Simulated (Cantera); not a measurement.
A closed system holds: 1 mol c-C₄F₈, 0.082 mol CH₄, held at 2675 °C and 0.0203 Torr.

Method: chemical equilibrium by Gibbs-energy minimisation in Cantera with the NASA 1993 tables (ideal gas, pure condensed phases). Candidate condensed phases: C, C₆H₆, C₇H₈, C₈H₁₈; 95 gas species. The feed counts by its element totals alone. Kinetics and transport are ignored.

Base state: F 0.699, C 0.201, C₃ 0.0366, H 0.0248, C₂ 0.0208, CF 0.0128, HF 0.00461, C₄ 1.89e-5 (mole fractions); condensed: gas only.

Q: What changes in the equilibrium state with this change: pressure from 0.0203 Torr to 1.00 Torr?

A: 
| species | before | after |
|---|---|---|
| F | 0.699 | 0.749 |
| C₃ | 0.0366 | 0.104 |
| CF | 0.0128 | 0.0715 |
| C | 0.201 | 0.0212 |
| H | 0.0248 | 0.00326 |
| HF | 0.00461 | 0.0321 |
| C₂ | 0.0208 | 0.0114 |
| CF₂ | 1.84e-5 | 0.00541 |
| C₅ | 1.80e-5 | 0.00138 |

Q: What changes in the equilibrium state with this change: CH₄ from 0.082 to 0.88 mol?

A: 
| species | before | after |
|---|---|---|
| F | 0.699 | 0.509 |
| H | 0.0248 | 0.212 |
| C | 0.201 | 0.192 |
| HF | 0.00461 | 0.0287 |
| CF | 0.0128 | 0.00890 |
| C₃ | 0.0366 | 0.0316 |
| C₂ | 0.0208 | 0.0188 |
| H₂ | 9.19e-7 | 6.71e-5 |
| C₂H | 6.62e-6 | 5.12e-5 |
| CF₂ | 1.84e-5 | 9.26e-6 |

Q: What changes in the equilibrium state with this change: CH₄ from 0.082 to 0.6 mol?

A: 
| species | before | after |
|---|---|---|
| F | 0.699 | 0.564 |
| C | 0.201 | 0.195 |
| H | 0.0248 | 0.156 |
| HF | 0.00461 | 0.0234 |
| CF | 0.0128 | 0.0100 |
| C₃ | 0.0366 | 0.0332 |
| C₂ | 0.0208 | 0.0194 |
| H₂ | 9.19e-7 | 3.63e-5 |
| C₂H | 6.62e-6 | 3.89e-5 |
| CF₂ | 1.84e-5 | 1.15e-5 |
| C₅ | 1.80e-5 | 1.52e-5 |
| C₄ | 1.89e-5 | 1.65e-5 |
